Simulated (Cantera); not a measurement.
Source: NASA polynomial tables (part measured, part estimated), evaluated in Cantera. Values are per mole of reaction as written; species without (g) are pure solids or liquids, kept so even where they would boil at 1 bar.

Task: Between 825 and 1325 K, where is each reaction favourable under standard conditions?
- PbF₂ + H₂(g) = Pb(g) + 2 HF(g)

Result: 
- PbF₂ + H₂(g) = Pb(g) + 2 HF(g): ΔG° is 108 kJ at 825 K and -1 kJ at 1325 K; it changes sign between 1275 and 1325 K. ΔH° is 262 kJ and ΔS° 198 J/K at 1325 K.
